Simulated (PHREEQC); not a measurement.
Solution (25 °C): 0.012 mol H2S and 0.1 mol NaCl per kg of water. Closed to the air; pH follows from the charge balance.

Computed with PHREEQC (ion-association model, phreeqc.dat).

```json
{
 "pH": "4.41",
 "ionic_strength": "0.100 mol/kgw",
 "specific_conductance": "10500 µS/cm",
 "density": "1.001 g/cm³"
}
```

| species | molality | activity | log γ |
|---|---|---|---|
| Cl- | 0.100 | 0.0767 | -0.115 |
| Na+ | 0.100 | 0.0785 | -0.105 |
| H2S | 0.0120 | 0.0122 | 0.010 |
| H+ | 4.72e-5 | 3.89e-5 | -0.083 |
| HS- | 4.72e-5 | 3.59e-5 | -0.118 |

Precipitation was switched off in this run.
